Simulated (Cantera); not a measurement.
Charge: 1 mol B2H6, 1.7 mol N2, held at 2175 K and 1.00 Torr.

Method: chemical equilibrium by Gibbs-energy minimisation in Cantera with the NASA 1993 tables (ideal gas, pure condensed phases). Candidate condensed phases: B, BN; 15 gas species. The feed counts by its element totals alone. The tables' values for BH2 are old estimates; treat these amounts as uncertain. Equilibrium is a limit: real reactors are often held back by kinetics, nucleation or transport.

Q: What is the equilibrium state?

A: 
- x(H2) = 0.555
- x(N2) = 0.343
- x(H) = 0.0996
- x(B) = 0.00145
- x(BH2) = 0.000653
- x(BH) = 5.00e-5
- x(BN) = 2.23e-5
- n(B(s)) = 1.99 mol
- gas amount = 4.954 mol
